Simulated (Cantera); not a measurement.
Feed: 1 mol C, a varied amount of H2O, at 1623.15 K and 2.80 bar.

These are equilibrium values from Cantera (NASA tables, ideal gas, pure condensed phases), not measurements of a reactor. Candidate condensed phases: C, C6H6, C7H8, C8H18, H2O; 110 gas species. Equilibrium is a limit: real reactors are often held back by kinetics, nucleation or transport.

x: gas mole fraction; n: condensed amount in mol.

```tsv
n(H2O) (mol)	x H2O	x CO	x H2	x CO2	x CH4	x H	x C2H2 (acetylene)	n C(graphite)
0.053	0.000528	0.500	0.498	0.000171	0.00103	2.92e-5	1.74e-5	0.947
0.1	0.000528	0.500	0.498	0.000171	0.00103	2.92e-5	1.74e-5	0.900
0.19	0.000528	0.500	0.498	0.000171	0.00103	2.92e-5	1.74e-5	___
0.36	0.000528	0.500	0.498	0.000171	0.00103	2.92e-5	1.74e-5	___
0.68	0.000528	0.500	0.498	0.000171	0.00103	2.92e-5	1.74e-5	___
1.3	0.102	0.406	0.463	0.0287	3.49e-6	2.82e-5	2.49e-10	0
2.5	0.358	0.216	0.356	0.0701	2.38e-7	2.47e-5	2.55e-12	0
4.7	0.574	0.101	0.250	0.0747	2.41e-8	2.07e-5	<1e-12	0
```

What belongs in the gaps?


- 0.19, n C(graphite): 0.810
- 0.36, n C(graphite): 0.640
- 0.68, n C(graphite): 0.319
